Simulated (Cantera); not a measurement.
Input (Python, Cantera) and output of one run.

```python
import numpy as np
import cantera as ct

gas_names = [...]  # 109 gases of nasa_gas.yaml made of C, Cl, H, Si
cond_names = """
    C(gr) C6H6(L) C7H8(L) C8H18(L),n-octa Si(cr) Si(L) SiC(b)
""".split()


# ... load() reads the species with a 1 bar reference pressure and builds the phases ...
atoms = {
    'SiH2Cl2': {'Si': 1, 'H': 2, 'CL': 2},
    'C2H2': {'C': 2, 'H': 2},
    'H2': {'H': 2},
}
top_T = {'C(gr)': 4500, 'SiC(b)': 3050}  # K; cautious upper limits of use, not melting points


# ... equilibrate(T, P, feed) seeds the gas with the atoms and calls Mixture.equilibrate('TP', solver="vcs", rtol=1e-11, max_steps=5000) ...
results = []
T = 1998.15  # K
P = 4000  # Pa
for m in [120, 150, 170, 210, 250, 310, 370, 440, 530, 640, 770]:
    feed = {'SiH2Cl2': 1, 'C2H2': 0.036, 'H2': m}  # mol
    mix = equilibrate(T, P, feed)
    results.append((T, P, feed, dict(zip(mix.species_names, mix.species_moles))))

top = {s: max(r[3][s] / sum(r[3][g] for g in gas_names) for r in results) for s in gas_names}
cols = sorted((s for s in top if top[s] > 1e-06), key=lambda s: -top[s])[:8]
seen = [c for c in cond_names if any(r[3].get(c, 0) > 1e-12 for r in results)]
print("log10 of partial pressures in bar; condensed amounts in mol")
print(f"{'n(H2)':>10s}" + "".join(f"{s[:9]:>10s}" for s in cols + seen))
for T, P, feed, n in results:
    ng = sum(n[g] for g in gas_names)
    print(f"{feed['H2']:10.4g}" + "".join(f"{np.log10(max(n[s] / ng * P / 1e5, 1e-99)):10.3f}" for s in cols)
          + "".join(f"{n.get(c, 0):10.4g}" for c in seen))
```

Output:

```
log10 of partial pressures in bar; condensed amounts in mol
     n(H2)        H2       HCL         H        Si     SiCL2       SiH      SiH2      SiCL     Si(L)    SiC(b)
       120    -1.409    -3.222    -3.499    -4.371    -4.654    -5.242    -5.387    -5.411    0.6808   0.06775
       150    -1.408    -3.312    -3.498    -4.371    -4.835    -5.241    -5.386    -5.501    0.6516    0.0667
       170    -1.407    -3.362    -3.498    -4.371    -4.938    -5.241    -5.386    -5.553      0.63     0.066
       210    -1.406    -3.449    -3.497    -4.371    -5.112    -5.240    -5.385    -5.640    0.5838   0.06461
       250    -1.405    -3.522    -3.497    -4.371    -5.257    -5.240    -5.384    -5.712    0.5349   0.06321
       310    -1.405    -3.611    -3.497    -4.371    -5.438    -5.240    -5.383    -5.803    0.4588   0.06111
       370    -1.404    -3.686    -3.496    -4.371    -5.587    -5.239    -5.383    -5.877    0.3808   0.05902
       440    -1.404    -3.759    -3.496    -4.371    -5.734    -5.239    -5.383    -5.951    0.2883   0.05657
       530    -1.404    -3.838    -3.496    -4.371    -5.892    -5.239    -5.382    -6.030    0.1681   0.05343
       640    -1.403    -3.918    -3.496    -4.371    -6.053    -5.239    -5.382    -6.110   0.01985   0.04959
       770    -1.403    -3.996    -3.496    -4.436    -6.274    -5.304    -5.447    -6.253         0   0.04681
```

Method: chemical equilibrium by Gibbs-energy minimisation in Cantera with the NASA 1993 tables (ideal gas, pure condensed phases). Mutual solubility and eutectic melting of coexisting phases are not modelled. The tables' values for SiCl are old estimates; treat these amounts as uncertain. Gases not in the tables: Si2H6 and higher silanes.
